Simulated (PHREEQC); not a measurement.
Dissolve 5.5 mmol/kgw ZnSO4, 1.1 mmol/kgw CaCl2 and 0.36 mmol/kgw Na2SO4 at 25 °C. Closed to the air; pH follows from the charge balance.

All values are PHREEQC results (ion-association model, phreeqc.dat), not measurements.

No solid was allowed to form.

Task: Estimate the pH.

Result: pH 5.82.

Task: In which forms is Zn present?

Result: Zn+2 74 %, ZnSO4 25 %, Zn(SO4)2-2 0.9 % of the Zn.

Species that the database lacks are ignored.
